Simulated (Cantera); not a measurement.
# Hydrocarbon pyrolysis for carbon deposition

An isothermal, constant-pressure homogeneous reactor starts with CH₄ : N₂ = 1 : 18 (molar parts), at 1623 K and 1500 Pa.

Detailed kinetics in Cantera: GRI-Mech 3.0 (53 species, 325 reactions). GRI-Mech 3.0 stops at C3 and has no aromatics, soot or wall deposition, so with more carbon than oxygen in the feed, carbon stays in small species such as C2H2 where larger ones or solid carbon would form. Radical loss at walls, strong at low pressure, is not modelled.

```tsv
t (s)	x CH₄	x C₂H	x CH₃	x HCN	x C₂H₄	x H₂	x C₂H₆
5.00e-5	0.0526	<1e-12	1.83e-7	<1e-12	<1e-12	5.09e-8	<1e-12
0.000183	0.0526	<1e-12	8.49e-7	<1e-12	1.20e-12	3.63e-7	<1e-12
0.000671	0.0526	<1e-12	3.43e-6	<1e-12	1.23e-10	1.65e-6	3.06e-11
0.00246	0.0526	<1e-12	1.29e-5	<1e-12	7.56e-9	6.41e-6	1.43e-9
0.00902	0.0526	<1e-12	4.75e-5	<1e-12	3.92e-7	2.45e-5	4.80e-8
0.0330	0.0524	6.33e-12	0.000172	7.06e-12	1.87e-5	0.000127	9.83e-7
0.121	0.0503	1.01e-9	0.000558	9.92e-10	0.000670	0.00218	1.17e-5
0.444	0.0311	3.44e-8	0.000589	1.21e-7	0.00138	0.0288	1.26e-5
1.63	0.0105	8.47e-8	0.000236	9.20e-7	0.000120	0.0596	1.84e-6
5.96	0.00192	1.45e-7	6.15e-5	3.17e-6	7.71e-6	0.0721	1.08e-7
21.8	0.000291	1.88e-7	1.18e-5	6.85e-6	2.67e-6	0.0745	3.59e-9
80.0	6.08e-5	1.96e-7	2.56e-6	1.07e-5	2.54e-6	0.0748	1.70e-10
```
x: mole fraction; the columns are a selection and need not sum to one.

Equilibrium at this temperature and pressure: CH₄ 5.77e-6, C₂H 4.47e-8, CH₃ 2.43e-7, HCN 0.0386, C₂H₄ 5.77e-7, H₂ 0.0749, C₂H₆ 2.36e-12 (gas phase only).
